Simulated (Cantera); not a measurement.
Cantera run:

```python
import numpy as np
import cantera as ct

gas_names = """
    Cr CrO CrO2 CrO3 H HO2 H2 H2O H2O2 O OH O2 O3
""".split()
cond_names = """
    Cr(cr) Cr(L) Cr2O3(s) Cr2O3(L) H2O(s) H2O(L)
""".split()


# ... load() reads the species with a 1 bar reference pressure and builds the phases ...
atoms = {
    'Cr2O3': {'Cr': 2, 'O': 3},
    'H2': {'H': 2},
}
top_T = {}  # K; cautious upper limits of use, not melting points


# ... equilibrate(T, P, feed) seeds the gas with the atoms and calls Mixture.equilibrate('TP', solver="vcs", rtol=1e-11, max_steps=5000) ...
results = []
feed = {'Cr2O3': 1, 'H2': 1200}  # mol
P = 23000  # Pa
for T in [973, 1173, 1373, 1573, 1773, 1973, 2173]:
    mix = equilibrate(T, P, feed)
    results.append((T, P, feed, dict(zip(mix.species_names, mix.species_moles))))

top = {s: max(r[3][s] / sum(r[3][g] for g in gas_names) for r in results) for s in gas_names}
cols = sorted((s for s in top if top[s] > 0.001), key=lambda s: -top[s])[:9]
seen = [c for c in cond_names if any(r[3].get(c, 0) > 1e-12 for r in results)]
print("log10 of partial pressures in bar; condensed amounts in mol")
print(f"{'T/K':>10s}" + "".join(f"{s[:9]:>10s}" for s in cols + seen))
for T, P, feed, n in results:
    ng = sum(n[g] for g in gas_names)
    print(f"{T:10.4g}" + "".join(f"{np.log10(max(n[s] / ng * P / 1e5, 1e-99)):10.3f}" for s in cols)
          + "".join(f"{n.get(c, 0):10.4g}" for c in seen))
```

Output:

```
log10 of partial pressures in bar; condensed amounts in mol
       T/K        H2         H       H2O        Cr    Cr(cr)  Cr2O3(s)
       973    -0.638    -9.285    -5.906   -13.601  0.004319    0.9978
      1173    -0.638    -7.248    -4.752   -10.017   0.06156    0.9692
      1373    -0.638    -5.797    -3.944    -7.494    0.3956    0.8021
      1573    -0.639    -4.710    -3.346    -5.629     1.557    0.2155
      1773    -0.640    -3.866    -3.241    -4.200      1.67         0
      1973    -0.641    -3.191    -3.242    -3.418         0         0
      2173    -0.644    -2.639    -3.244    -3.420         0         0
```

Method: chemical equilibrium by Gibbs-energy minimisation in Cantera with the NASA 1993 tables (ideal gas, pure condensed phases). Mutual solubility and eutectic melting of coexisting phases are not modelled.
